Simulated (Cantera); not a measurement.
# Ti(OiPr)4 + C3H8 + H2 (titanium nitride, carbide and oxide coatings)

Feed: 1 mol Ti(OiPr)4, 0.22 mol C3H8, 7.8 mol H2, equilibrated at 0.380 bar.

Equilibrium computed with Cantera from the NASA thermochemical tables; the gas is ideal and each condensed phase is pure. Candidate condensed phases: C, C6H6, C7H8, C8H18, H2O, Ti, TiC, TiO, TiO2, Ti2O3, Ti3O5, Ti4O7; 113 gas species. The feed counts by its element totals alone. Mutual solubility and eutectic melting of coexisting phases are not modelled. TiC: taken at fixed stoichiometry. Condensed phases not in the tables: Magnéli phases beyond Ti4O7. Rates play no part.

| T (K) | x H2 | x CO | x CH4 | x H2O | x CO2 | x H | x C2H2 (acetylene) | n C(graphite) | n TiO2(rutile) | n Ti4O7(s) | n Ti3O5(s) | n TiC(s) |
|---|---|---|---|---|---|---|---|---|---|---|---|---|
| 1173 | 0.912 | 0.0805 | 0.00615 | 0.000991 | 6.87e-5 | 1.83e-7 | 5.59e-8 | 10.5 | 1.00 | 0 | 0 | 0 |
| 1198 | 0.904 | 0.0898 | 0.00498 | 0.000820 | 5.96e-5 | 2.93e-7 | 8.94e-8 | 10.3 | 0 | 0.250 | 0 | 0 |
| 1223 | 0.905 | 0.0900 | 0.00415 | 0.000622 | 4.23e-5 | 4.64e-7 | 1.42e-7 | 10.3 | 0 | 0.250 | 0 | 0 |
| 1248 | 0.906 | 0.0901 | 0.00348 | 0.000477 | 3.04e-5 | 7.21e-7 | 2.20e-7 | 10.3 | 0 | 0.250 | 0 | 0 |
| 1273 | 0.904 | 0.0932 | 0.00291 | 0.000381 | 2.37e-5 | 1.10e-6 | 3.36e-7 | 10.3 | 0 | 0 | 0.333 | 0 |
| 1298 | 0.904 | 0.0932 | 0.00247 | 0.000298 | 1.75e-5 | 1.65e-6 | 5.05e-7 | 10.3 | 0 | 0 | 0.333 | 0 |
| 1323 | 0.904 | 0.0932 | 0.00211 | 0.000235 | 1.31e-5 | 2.45e-6 | 7.46e-7 | 10.3 | 0 | 0 | 0.333 | 0 |
| 1348 | 0.905 | 0.0933 | 0.00181 | 0.000187 | 9.85e-6 | 3.57e-6 | 1.09e-6 | 10.3 | 0 | 0 | 0.333 | 0 |
| 1373 | 0.899 | 0.0996 | 0.00155 | 0.000159 | 8.57e-6 | 5.12e-6 | 1.55e-6 | 10.0 | 0 | 0 | 0.298 | 0.105 |
| 1398 | 0.849 | 0.149 | 0.00120 | 0.000182 | 1.48e-5 | 7.07e-6 | 2.08e-6 | 7.67 | 0 | 0 | 0.00428 | 0.987 |
x: gas mole fraction; n: condensed amount in mol.

At 1173 K the condensed part is C(graphite) + TiO2(rutile). From 1198 K to 1248 K the condensed part is C(graphite) + Ti4O7(s). From 1273 K to 1348 K the condensed part is C(graphite) + Ti3O5(s). From 1373 K to 1398 K the condensed part is C(graphite) + TiC(s) + Ti3O5(s).
